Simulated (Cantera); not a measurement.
A closed system holds: 1 mol CF₄, 0.68 mol HCl, at 0.00130 bar.

Equilibrium computed with Cantera from the NASA thermochemical tables; the gas is ideal and each condensed phase is pure. Candidate condensed phases: C, C₆H₆, C₇H₈, C₈H₁₈; 135 gas species. Ions and electrons are included (thermal ionisation). Gases not in the tables: C₂F₆ and larger saturated fluorocarbons. Rates play no part.

Q: What share of the C ends up in condensed phases as a function of T (°C), at 1727, 2227, 2727, 3227, 3727, 4227, 4727?

A: 
```
T (°C)  C condensed (%)           as
------  ---------------  -----------
1727                5.2  C(graphite)
2227               65.5  C(graphite)
2727                0.0            -
3227                0.0            -
3727                0.0            -
4227                0.0            -
4727                0.0            -
```
